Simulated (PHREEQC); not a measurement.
Consider water at 20 °C and 500 atm with 0.0028 mol/kgw Cu(BF4)2, 2.3e-05 mol/kgw HBF4 and 9.2e-07 mol/kgw H3BO3. Closed to the air; pH follows from the charge balance.

Model: ion-association model, phreeqc.dat, run in PHREEQC.

Precipitation was switched off in this run.

Question: Order these F species by the share of F that they hold, largest first: BF4-, HF, F-, BF2(OH)2-, BF3OH-.

Answer: BF4- (69 %), HF (11 %), F- (9.6 %), BF3OH- (7.6 %), BF2(OH)2- (2.5 %)

Question: Order these B species by the share of B that they hold, largest first: BF2(OH)2-, H3BO3, BF3OH-, BF4-.

Answer: BF4- (69 %), H3BO3 (16 %), BF3OH- (10 %), BF2(OH)2- (5.1 %)

The pH is 2.91 and the ionic strength 0.00965 mol/kgw. Species that the database lacks are ignored. Under pressure, the constants of complexes without a molar volume in the database are unreliable. Real BF4- forms and hydrolyses slowly; the run takes it at equilibrium.
